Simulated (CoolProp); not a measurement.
Ethanol at 293.15 K and 9.28 MPa flows at 1 m/s in a round tube of 50 mm bore and 1.5 µm roughness, fully developed (64/Re and Nu = 3.66 if laminar; Colebrook and Gnielinski if turbulent). Each further row changes one setting.

Computed with CoolProp (reference Helmholtz-energy equation of state, Schroeder 2014).

| case | Reynolds number | Darcy friction factor | pressure drop (Pa/m) | heat-transfer coefficient (W/(m² K)) | mass flow (kg/h) |
|---|---|---|---|---|---|
| as stated | 31600 | 0.0233 | 186 | ? | ? |
| velocity 2 m/s | 63300 | ? | ? | 1990 | 11300 |
| diameter 100 mm | 63300 | 0.0199 | 79.3 | 995 | 22500 |

### Question
What belongs in the gaps?

### Answer

- as stated, heat-transfer coefficient (W/(m² K)): 1080
- as stated, mass flow (kg/h): 5630
- velocity 2 m/s, Darcy friction factor: 0.0200
- velocity 2 m/s, pressure drop (Pa/m): 636

Viscosity comes from a separate model (Kiselev 2005). Thermal conductivity comes from a separate model (Assael 2013).
